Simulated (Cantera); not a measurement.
Cantera run:

```python
import numpy as np
import cantera as ct

gas_names = [...]  # 113 gases of nasa_gas.yaml made of C, H, O, Ta
cond_names = """
    C(gr) C6H6(L) C7H8(L) C8H18(L),n-octa H2O(s) H2O(L) Ta(cr) Ta(L) TaC(s) TaC(L) Ta2O5(s) Ta2O5(L)
""".split()


# ... load() reads the species with a 1 bar reference pressure and builds the phases ...
atoms = {
    'Ta2O5': {'Ta': 2, 'O': 5},
    'CH4': {'C': 1, 'H': 4},
    'H2': {'H': 2},
}
top_T = {'C(gr)': 4500}  # K; cautious upper limits of use, not melting points


# ... equilibrate(T, P, feed) seeds the gas with the atoms and calls Mixture.equilibrate('TP', solver="vcs", rtol=1e-11, max_steps=5000) ...
results = []
feed = {'Ta2O5': 1, 'CH4': 1, 'H2': 3.5}  # mol
P = 100000  # Pa
for T in [1048, 1148, 1248, 1348, 1448, 1548, 1648, 1748, 1848, 1948, 2048, 2148, 2248]:
    mix = equilibrate(T, P, feed)
    results.append((T, P, feed, dict(zip(mix.species_names, mix.species_moles))))

top = {s: max(r[3][s] / sum(r[3][g] for g in gas_names) for r in results) for s in gas_names}
cols = sorted((s for s in top if top[s] > 1e-06), key=lambda s: -top[s])[:5]
seen = [c for c in cond_names if any(r[3].get(c, 0) > 1e-12 for r in results)]
print("log10 of partial pressures in bar; condensed amounts in mol")
print(f"{'T/K':>10s}" + "".join(f"{s[:9]:>10s}" for s in cols + seen))
for T, P, feed, n in results:
    ng = sum(n[g] for g in gas_names)
    print(f"{T:10.4g}" + "".join(f"{np.log10(max(n[s] / ng * P / 1e5, 1e-99)):10.3f}" for s in cols)
          + "".join(f"{n.get(c, 0):10.4g}" for c in seen))
```

Output:

```
log10 of partial pressures in bar; condensed amounts in mol
       T/K        H2        CO       CH4         H       H2O     C(gr)    TaC(s)  Ta2O5(s)  Ta2O5(L)
      1048    -0.024    -2.801    -1.282    -8.124    -3.553    0.7143    0.0039     0.998         0
      1148    -0.017    -1.781    -1.658    -7.154    -3.117    0.7514   0.03791     0.981         0
      1248    -0.056    -0.958    -2.084    -6.358    -2.807         0    0.2742    0.8629         0
      1348    -0.054    -0.945    -2.867    -5.663    -2.708         0     0.287    0.8565         0
      1448    -0.054    -0.943    -3.549    -5.062    -2.629         0    0.2896    0.8552         0
      1548    -0.054    -0.943    -4.141    -4.539    -2.562         0    0.2907    0.8547         0
      1648    -0.054    -0.943    -4.660    -4.077    -2.505         0    0.2914    0.8543         0
      1748    -0.054    -0.944    -5.117    -3.668    -2.456         0    0.2921    0.8539         0
      1848    -0.055    -0.944    -5.522    -3.303    -2.413         0    0.2928    0.8536         0
      1948    -0.055    -0.944    -5.884    -2.974    -2.375         0    0.2934    0.8533         0
      2048    -0.056    -0.945    -6.208    -2.678    -2.342         0     0.294     0.853         0
      2148    -0.057    -0.945    -6.483    -2.408    -2.331         0    0.2942         0    0.8529
      2248    -0.058    -0.946    -6.729    -2.163    -2.325         0    0.2943         0    0.8527
```

Equilibrium computed with Cantera from the NASA thermochemical tables; the gas is ideal and each condensed phase is pure. Mutual solubility and eutectic melting of coexisting phases are not modelled. TaC: taken at fixed stoichiometry. Condensed phases not in the tables: Ta2C.
